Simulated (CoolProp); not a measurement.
Toluene at 543.82 K and 7.16 MPa is throttled through a valve to 3.16 MPa with no heat exchange. Each further row changes one setting.

Model: reference Helmholtz-energy equation of state, Lemmon 2006, in CoolProp. It is a short technical equation, of lower accuracy than the large ones.

```tsv
case	temperature change (K)	final phase	final density (kg/m³)
as stated	-1.7	liquid	574
outlet pressure 0.948 MPa	-57.1	two-phase, vapour fraction 0.515	50.0
outlet pressure 4.11 MPa	-1.2	liquid	581
```
